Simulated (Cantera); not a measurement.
Feed: 1 mol B, 45 mol N2, a varied amount of H2O, at 1323.15 K and 18.0 mbar.

Method: chemical equilibrium by Gibbs-energy minimisation in Cantera with the NASA 1993 tables (ideal gas, pure condensed phases). Candidate condensed phases: B, BN, B2O3, B3O3H3, H2O; 39 gas species. N2 is the only nitrogen source here; it is nearly inert below about 1500 K, so the nitride shown seldom forms there in practice. Mutual solubility and eutectic melting of coexisting phases are not modelled. Gases not in the tables: H3BO3. The numbers say what is thermodynamically allowed, not how fast it happens.

Question: Which condensed phases are stable at each of these points (n(H2O) (mol)): 1.1, 3, 4.8, 6.7, 8.6, 10, 12?

Answer: 
| n(H2O) (mol) | condensed phases | B condensed (%) |
|---|---|---|
| 1.1 | BN(s) + B2O3(l) | 98.7 |
| 3 | B2O3(l) | 75.2 |
| 4.8 | B2O3(l) | 62.0 |
| 6.7 | B2O3(l) | 51.0 |
| 8.6 | B2O3(l) | 41.3 |
| 10 | B2O3(l) | 34.7 |
| 12 | B2O3(l) | 25.8 |

At 1.1 mol H2O the condensed part is BN(s) + B2O3(l). From 3 mol H2O to 12 mol H2O the condensed part is B2O3(l). The share of B in condensed phases is highest at 1.1 mol H2O (98.7 %) and lowest at 12 mol H2O (25.8 %).
